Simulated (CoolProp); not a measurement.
Vapour-liquid equilibrium of ethanol (1) + hexamethyldisiloxane (MM) (2) at 344.3 K; x and y are mole fractions of (1).

The numbers come from the multi-fluid Helmholtz-energy mixture model, Schroeder 2014 and Thol 2016; pair parameters Bell 2016 in CoolProp.

```
x      bubble pressure, mixture model (MPa)  bubble pressure, Raoult's law (MPa)  y, mixture model  y, Raoult's law
-----  ------------------------------------  -----------------------------------  ----------------  ---------------
0.05                                0.05372                              0.04132             0.290            0.091
0.125                               0.06747                              0.04402             0.462            0.214
0.2                                 0.07545                              0.04672             0.540            0.323
0.275                               0.08004                              0.04942             0.582            0.420
0.35                                0.08269                              0.05212             0.608            0.507
0.425                               0.08427                              0.05482             0.627            0.586
0.5                                 0.08527                              0.05752             0.642            0.656
0.575                               0.08596                              0.06022             0.657            0.721
0.65                                0.08637                              0.06292             0.677            0.780
0.725                               0.08637                              0.06562             0.704            0.834
0.8                                 0.08563                              0.06832             0.745            0.884
0.875                               0.08358                              0.07102             0.807            0.930
0.95                                0.07956                              0.07372             0.905            0.973
```

The largest gap from Raoult's law is +62.0 % in bubble pressure, at x = 0.275. y crosses x between x = 0.65 and 0.725: the model has an azeotrope there.

Pair parameters are fitted to limited data, so mixtures are less certain than the pure fluids. With so large a gap from Raoult's law the liquid may split in two, which this calculation doesn't test in full.
